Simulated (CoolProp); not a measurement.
Values from CoolProp's reference Helmholtz-energy equation of state, Penoncello 2003.

Question: For CHF3 (R23), give the phase and the Z, cv (kJ/(kg K)), speed of sound (m/s), Prandtl number at 210.5 K and 1810 kPa.

Answer: 
- 210.5 K and 1810 kPa: liquid; Z 0.0527, cv 0.719, speed of sound 729, Prandtl number 2.44

Viscosity comes from a separate model (Shan 2000). Thermal conductivity comes from a separate model (Shan 2000).
